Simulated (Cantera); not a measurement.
Feed: 1 mol HF, 0.61 mol O₂, 2.3 mol H₂, equilibrated at 3350 K and 1.20e7 Pa.

Method: chemical equilibrium by Gibbs-energy minimisation in Cantera with the NASA 1993 tables (ideal gas, pure condensed phases). The ideal-gas law is rough above about 30 bar. Kinetics and transport are ignored.

```json
[
 {"species": "H₂", "before": "0.317", "after": "0.595"},
 {"species": "HF", "before": "0.298", "after": "0.298"},
 {"species": "H₂O", "before": "0.353", "after": "0.0760"},
 {"species": "OH", "before": "0.0100", "after": "0.00157"},
 {"species": "H", "before": "0.0213", "after": "0.0292"},
 {"species": "O₂", "before": "0.000171", "after": "2.25e-6"},
 {"species": "O", "before": "0.000396", "after": "4.55e-5"},
 {"species": "F", "before": "0.000218", "after": "0.000160"},
 {"species": "H₂F₂", "before": "5.20e-5", "after": "5.22e-5"}
]
```
Gas species are given as mole fractions.

Problem. Name the change that produced these shifts.
A) O₂ from 0.61 to 0.13 mol
B) O₂ from 0.61 to 0.021 mol
C) temperature from 3350 K to 1675 K
D) pressure from 1.20e7 Pa to 100000 Pa

Solution. A, O₂ from 0.61 to 0.13 mol
